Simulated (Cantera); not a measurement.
Input (Python, Cantera) and output of one run.

```python
import numpy as np
import cantera as ct

gas_names = [...]  # 139 gases of nasa_gas.yaml made of C, Cu, H, N, O
cond_names = """
    C(gr) C6H6(L) C7H8(L) C8H18(L),n-octa Cu(cr) Cu(L) CuO(s) CuO2H2(s) Cu2O(s) Cu2O(L) H2O(s) H2O(L)
""".split()


# ... load() reads the species with a 1 bar reference pressure and builds the phases ...
atoms = {
    'Cu': {'Cu': 1},
    'CO': {'C': 1, 'O': 1},
    'N2': {'N': 2},
    'H2O': {'H': 2, 'O': 1},
}
top_T = {'C(gr)': 4500, 'CuO(s)': 1390}  # K; cautious upper limits of use, not melting points


# ... equilibrate(T, P, feed) seeds the gas with the atoms and calls Mixture.equilibrate('TP', solver="vcs", rtol=1e-11, max_steps=5000) ...
results = []
feed = {'Cu': 1, 'CO': 12, 'N2': 8.3, 'H2O': 9.1}  # mol
for P in [10, 41, 160, 670, 2700, 11000, 45000, 180000, 740000, 3000000]:
    for T in [798, 898, 998, 1098, 1198, 1298, 1398, 1498, 1598, 1698, 1798]:
        mix = equilibrate(T, P, feed)
        results.append((T, P, feed, dict(zip(mix.species_names, mix.species_moles))))

for T, P, feed, n in results:
    print(f"{T:7g} {P:10.4g}  " + (" + ".join(c for c in cond_names if n.get(c, 0) > 1e-12) or "gas only"))
```

Output:

```
    798         10  Cu(cr)
    898         10  Cu(cr)
    998         10  Cu(cr)
   1098         10  Cu(cr)
   1198         10  Cu(cr)
   1298         10  Cu(cr)
   1398         10  Cu(L)
   1498         10  gas only
   1598         10  gas only
   1698         10  gas only
   1798         10  gas only
    798         41  Cu(cr)
    898         41  Cu(cr)
    998         41  Cu(cr)
   1098         41  Cu(cr)
   1198         41  Cu(cr)
   1298         41  Cu(cr)
   1398         41  Cu(L)
   1498         41  Cu(L)
   1598         41  gas only
   1698         41  gas only
   1798         41  gas only
    798        160  Cu(cr)
    898        160  Cu(cr)
    998        160  Cu(cr)
   1098        160  Cu(cr)
   1198        160  Cu(cr)
   1298        160  Cu(cr)
   1398        160  Cu(L)
   1498        160  Cu(L)
   1598        160  Cu(L)
   1698        160  gas only
   1798        160  gas only
    798        670  Cu(cr)
    898        670  Cu(cr)
    998        670  Cu(cr)
   1098        670  Cu(cr)
   1198        670  Cu(cr)
   1298        670  Cu(cr)
   1398        670  Cu(L)
   1498        670  Cu(L)
   1598        670  Cu(L)
   1698        670  Cu(L)
   1798        670  gas only
    798       2700  Cu(cr)
    898       2700  Cu(cr)
    998       2700  Cu(cr)
   1098       2700  Cu(cr)
   1198       2700  Cu(cr)
   1298       2700  Cu(cr)
   1398       2700  Cu(L)
   1498       2700  Cu(L)
   1598       2700  Cu(L)
   1698       2700  Cu(L)
   1798       2700  Cu(L)
    798    1.1e+04  C(gr) + Cu(cr)
    898    1.1e+04  Cu(cr)
    998    1.1e+04  Cu(cr)
   1098    1.1e+04  Cu(cr)
   1198    1.1e+04  Cu(cr)
   1298    1.1e+04  Cu(cr)
   1398    1.1e+04  Cu(L)
   1498    1.1e+04  Cu(L)
   1598    1.1e+04  Cu(L)
   1698    1.1e+04  Cu(L)
   1798    1.1e+04  Cu(L)
    798    4.5e+04  C(gr) + Cu(cr)
    898    4.5e+04  Cu(cr)
    998    4.5e+04  Cu(cr)
   1098    4.5e+04  Cu(cr)
   1198    4.5e+04  Cu(cr)
   1298    4.5e+04  Cu(cr)
   1398    4.5e+04  Cu(L)
   1498    4.5e+04  Cu(L)
   1598    4.5e+04  Cu(L)
   1698    4.5e+04  Cu(L)
   1798    4.5e+04  Cu(L)
    798    1.8e+05  C(gr) + Cu(cr)
    898    1.8e+05  C(gr) + Cu(cr)
    998    1.8e+05  Cu(cr)
   1098    1.8e+05  Cu(cr)
   1198    1.8e+05  Cu(cr)
   1298    1.8e+05  Cu(cr)
   1398    1.8e+05  Cu(L)
   1498    1.8e+05  Cu(L)
   1598    1.8e+05  Cu(L)
   1698    1.8e+05  Cu(L)
   1798    1.8e+05  Cu(L)
    798    7.4e+05  C(gr) + Cu(cr)
    898    7.4e+05  C(gr) + Cu(cr)
    998    7.4e+05  Cu(cr)
   1098    7.4e+05  Cu(cr)
   1198    7.4e+05  Cu(cr)
   1298    7.4e+05  Cu(cr)
   1398    7.4e+05  Cu(L)
   1498    7.4e+05  Cu(L)
   1598    7.4e+05  Cu(L)
   1698    7.4e+05  Cu(L)
   1798    7.4e+05  Cu(L)
    798      3e+06  C(gr) + Cu(cr)
    898      3e+06  C(gr) + Cu(cr)
    998      3e+06  C(gr) + Cu(cr)
   1098      3e+06  Cu(cr)
   1198      3e+06  Cu(cr)
   1298      3e+06  Cu(cr)
   1398      3e+06  Cu(L)
   1498      3e+06  Cu(L)
   1598      3e+06  Cu(L)
   1698      3e+06  Cu(L)
   1798      3e+06  Cu(L)
```

Equilibrium computed with Cantera from the NASA thermochemical tables; the gas is ideal and each condensed phase is pure.
